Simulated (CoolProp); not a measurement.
Vapour-liquid equilibrium of benzene (1) + n-octane (2) at 400.8 K; x and y are mole fractions of (1).

Model: multi-fluid Helmholtz-energy mixture model, Thol 2012 and Beckmüller 2019; pair parameters Bell 2016, in CoolProp.

**Question.** Give the bubble pressure and the first vapour's composition at x = 0.2, 0.5, 0.8. Is there an azeotrope?

**Answer.** x = 0.2: 0.1666 MPa, y = 0.469; x = 0.5: 0.2475 MPa, y = 0.759; x = 0.8: 0.3157 MPa, y = 0.912. No azeotrope shows between x = 0.05 and 0.95.

The pair parameters rest on a limited set of measurements; away from them the model extrapolates.
